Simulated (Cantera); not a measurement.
## Premixed flame

A freely propagating, adiabatic, planar premixed flame of 44.5 % H₂, 9.25 % O₂, 46.3 % N₂, equivalence ratio 2.4, unburnt at 425 K and 150 Torr; multicomponent+Soret transport, grid criteria slope 0.08 and curve 0.16, no radiation.

Model: the H2/O2 subset of GRI-Mech 3.0, which has no nitrogen chemistry, integrated in Cantera. Burning velocities carry a grid error of a few per cent, more on coarse grids.

```
z (mm)  T (K)  u (m/s)   x H₂      x O₂       x H    x HO₂      x OH       x O
------  -----  -------  -----  --------  --------  -------  --------  --------
-10.3     425     3.06  0.445    0.0925     <1e-8    <1e-8     <1e-8     <1e-8
-6.85     425     3.06  0.445    0.0925     <1e-8    <1e-8     <1e-8     <1e-8
-5.14     425     3.06  0.445    0.0925     <1e-8    <1e-8     <1e-8     <1e-8
-3.42     425     3.06  0.445    0.0925     <1e-8  1.56e-7     <1e-8     <1e-8
-1.71     451     3.19  0.433    0.0937  0.000197  9.88e-5   6.50e-5   9.18e-6
-0.856    667     4.61  0.400    0.0874   0.00754  4.36e-5  0.000287  0.000138
0        1010     6.88  0.320    0.0550    0.0441  1.50e-5  0.000714   0.00161
0.856    1231     8.38  0.246    0.0105    0.0769  2.69e-6   0.00108   0.00134
1.71     1316     8.94  0.235   0.00114    0.0780  2.73e-7  0.000973  0.000429
3.42     1400     9.47  0.241  0.000126    0.0684  2.82e-8   0.00111  0.000287
6.85     1493     10.0  0.249   8.72e-5    0.0557  1.84e-8   0.00122  0.000238
13.7     1585     10.6  0.258   5.92e-5    0.0425  1.23e-8   0.00122  0.000168
27.4     1667     11.1  0.266   3.38e-5    0.0303    <1e-8   0.00107   9.92e-5
```
x: mole fraction of selected species; z is measured from the peak of heat release.

| Quantity | Result |
|---|---|
| laminar burning velocity | 306 cm/s |
| thermal thickness | 3.42 mm |
| peak x(H) | 0.0794 |
| peak x(HO₂) | 9.92e-5 |
| peak x(OH) | 0.00124 |
| peak x(O) | 0.00204 |
